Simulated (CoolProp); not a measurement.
Aqueous potassium formate as a coolant, at 25 °C, 1 atm.

The numbers come from the Melinder's fits for secondary coolants in CoolProp.

```csv
mass %,freezing point (°C),density (kg/m³),cp (kJ/(kg K)),conductivity (W/(m K)),Prandtl number
5,-2.3,1028,3.993,0.595,6.62
9.6,-4.7,1056,3.826,0.585,6.84
14.2,-7.5,1084,3.663,0.577,7.07
18.8,-10.7,1113,3.505,0.568,7.41
23.4,-14.5,1143,3.353,0.560,7.86
28,-19.0,1174,3.210,0.551,8.40
32.6,-24.3,1206,3.078,0.541,8.97
37.1,-30.4,1238,2.959,0.530,9.58
```
